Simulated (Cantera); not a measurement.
An isothermal, constant-pressure homogeneous reactor starts with CO : O2 : H2O : N2 = 0.0018 : 0.0038 : 0.0001 : 1 (molar parts), at 1450 K and 0.690 bar.

Model: GRI-Mech 3.0 (53 species, 325 reactions), integrated in Cantera.

Question: Predict: x(CO) at 200 s; x(O2) at 200 s; x(H2O) at 200 s; x(N2O) at 200 s; x(CO2) at 200 s; x(H2) at 200 s; x(NO) at 200 s.

Answer: 
| Property | Result |
|---|---|
| x(CO) at 200 s | 9.10e-8 (gas-phase equilibrium 9.20e-8) |
| x(O2) at 200 s | 0.00288 (gas-phase equilibrium 0.00282) |
| x(H2O) at 200 s | 9.92e-5 (gas-phase equilibrium 9.92e-5) |
| x(N2O) at 200 s | 7.30e-9 (gas-phase equilibrium 7.24e-9) |
| x(CO2) at 200 s | 0.00179 (gas-phase equilibrium 0.00179) |
| x(H2) at 200 s | 2.12e-9 (gas-phase equilibrium 2.14e-9) |
| x(NO) at 200 s | 3.35e-6 (gas-phase equilibrium 0.000124) |
